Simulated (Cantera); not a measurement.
An adiabatic, constant-pressure homogeneous reactor starts with CH4 : O2 : N2 : CO2 = 1 : 1.11 : 4.78 : 0.32 (molar parts), at 1300 K and 10.0 bar.

Detailed kinetics in Cantera: GRI-Mech 3.0 (53 species, 325 reactions).

Predict: time of steepest temperature rise; temperature at 0.200 s; equilibrium temperature; x(O2) at 0.200 s; x(NO) at 0.200 s; x(HCO) at 0.200 s.


```json
{
 "time_of_steepest_temperature_rise": "2.45 ms",
 "temperature at 0.200 s": "2339 K",
 "equilibrium_temperature": "2339 K",
 "x(O2) at 0.200 s": "1.84e-6 (gas-phase equilibrium 1.84e-6)",
 "x(NO) at 0.200 s": "4.37e-5 (gas-phase equilibrium 4.37e-5)",
 "x(HCO) at 0.200 s": "2.65e-7 (gas-phase equilibrium 2.65e-7)"
}
```
